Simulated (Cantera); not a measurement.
N2O furnace oxynitridation

An isothermal, constant-pressure homogeneous reactor starts with N₂O : H₂ : N₂ = 1 : 0.00083 : 9.1 (molar parts), at 1498 K and 0.132 atm.

Model: GRI-Mech 3.0 (53 species, 325 reactions), integrated in Cantera. GRI-Mech 3.0 was tuned for natural gas; its chemistry of N2O as a main component is partial and can be far from experiment. The temperature is held fixed by assumption; the heat of reaction is taken as removed at once.

```json
[
 {"t (s)": "2.00e-6", "x N₂O": "0.0990", "x H₂": "8.22e-5", "x NO": "1.90e-9", "x H₂O": "<1e-12", "x O": "7.27e-7", "x O₂": "2.90e-9"},
 {"t (s)": "7.82e-6", "x N₂O": "0.0990", "x H₂": "8.22e-5", "x NO": "2.84e-8", "x H₂O": "1.89e-12", "x O": "2.80e-6", "x O₂": "4.33e-8"},
 {"t (s)": "3.06e-5", "x N₂O": "0.0990", "x H₂": "8.21e-5", "x NO": "4.18e-7", "x H₂O": "1.33e-10", "x O": "1.03e-5", "x O₂": "6.37e-7"},
 {"t (s)": "0.000120", "x N₂O": "0.0989", "x H₂": "8.18e-5", "x NO": "5.52e-6", "x H₂O": "8.76e-9", "x O": "3.22e-5", "x O₂": "8.39e-6"},
 {"t (s)": "0.000468", "x N₂O": "0.0987", "x H₂": "7.87e-5", "x NO": "5.21e-5", "x H₂O": "3.90e-7", "x O": "6.21e-5", "x O₂": "7.96e-5"},
 {"t (s)": "0.00183", "x N₂O": "0.0977", "x H₂": "6.02e-5", "x NO": "0.000282", "x H₂O": "8.94e-6", "x O": "6.53e-5", "x O₂": "0.000445"},
 {"t (s)": "0.00715", "x N₂O": "0.0937", "x H₂": "1.54e-5", "x NO": "0.00114", "x H₂O": "5.24e-5", "x O": "6.54e-5", "x O₂": "0.00189"},
 {"t (s)": "0.0280", "x N₂O": "0.0798", "x H₂": "2.51e-7", "x NO": "0.00425", "x H₂O": "7.45e-5", "x O": "6.70e-5", "x O₂": "0.00695"},
 {"t (s)": "0.109", "x N₂O": "0.0432", "x H₂": "3.28e-8", "x NO": "0.0124", "x H₂O": "7.37e-5", "x O": "6.43e-5", "x O₂": "0.0203"},
 {"t (s)": "0.428", "x N₂O": "0.00494", "x H₂": "3.48e-8", "x NO": "0.0204", "x H₂O": "7.33e-5", "x O": "4.22e-5", "x O₂": "0.0345"},
 {"t (s)": "1.67", "x N₂O": "2.17e-5", "x H₂": "2.62e-9", "x NO": "0.0210", "x H₂O": "7.70e-5", "x O": "2.56e-6", "x O₂": "0.0366"},
 {"t (s)": "6.54", "x N₂O": "1.52e-7", "x H₂": "2.05e-9", "x NO": "0.0210", "x H₂O": "7.71e-5", "x O": "2.09e-6", "x O₂": "0.0366"},
 {"t (s)": "25.6", "x N₂O": "1.51e-7", "x H₂": "2.05e-9", "x NO": "0.0210", "x H₂O": "7.71e-5", "x O": "2.09e-6", "x O₂": "0.0366"},
 {"t (s)": "100", "x N₂O": "1.50e-7", "x H₂": "2.05e-9", "x NO": "0.0208", "x H₂O": "7.71e-5", "x O": "2.09e-6", "x O₂": "0.0367"}
]
```
x: mole fraction; the columns are a selection and need not sum to one.

Equilibrium at this temperature and pressure: N₂O 1.56e-8, H₂ 1.81e-9, NO 0.000632, H₂O 7.71e-5, O 2.35e-6, O₂ 0.0468 (gas phase only).
